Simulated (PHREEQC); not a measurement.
# Alkaline etch or developer: speciation

Make-up at 70 °C: 14 mmol/kgw KOH, 2.4 mmol/kgw CO2 and 0.031 mmol/kgw Na2CO3. Closed to the air; pH follows from the charge balance.

The numbers come from PHREEQC with the ion-association model, wateq4f.dat.

Each row changes one thing in this solution. Precipitation was switched off in this run.

```tsv
case	pH	ionic strength (mol/kgw)	CO3-2 (mol/kgw)	HCO3- (mol/kgw)	Na+ (mol/kgw)	NaCO3- (mol/kgw)	SI of Nahcolite (NaHCO3)	SI of Natron (Na2CO3:10H2O)
as made	10.73	0.0161	0.00207	0.000348	5.33e-5	8.67e-6	-7.66	-11.78
CO2 from 0.0024 to 0.0036 mol/kgw	10.62	0.0170	0.00298	0.000638	5.04e-5	1.16e-5	-7.42	-11.68
diluted 100-fold with water	8.87	0.000142	[?]	2.29e-5	6.20e-7	1.03e-10	-10.67	-18.54
KOH from 0.014 to 0.07 mol/kgw	11.51	[?]	0.00237	4.87e-5	5.51e-5	6.86e-6	-8.59	-11.97
CO2 replaced by NaHCO3 at the same molality	10.82	0.0180	0.00187	0.000250	0.00215	0.000308	-6.20	-8.63
```

What belongs in the gaps?


- diluted 100-fold with water, CO3-2 (mol/kgw): 1.31e-6
- KOH from 0.014 to 0.07 mol/kgw, ionic strength (mol/kgw): 0.0724

Species that the database lacks are ignored. Constants without temperature data keep their 25 °C values here.
